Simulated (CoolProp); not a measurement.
Vapour-liquid equilibrium of hydrogen sulfide (1) + propane (2) at 1930 kPa; x and y are mole fractions of (1).

Computed with CoolProp (multi-fluid Helmholtz-energy mixture model, Lemmon 2006 and Lemmon 2009; pair parameters Kunz 2012).

Q: Give the bubble temperature and the first vapour's composition at x = 0.05, 0.25, 0.55. Is there an azeotrope?

A: x = 0.05: 323.1 K, y = 0.121; x = 0.25: 307.6 K, y = 0.447; x = 0.55: 297.7 K, y = 0.679. y crosses x between x = 0.75 and 0.85: the model has an azeotrope there.

The pair parameters rest on a limited set of measurements; away from them the model extrapolates.
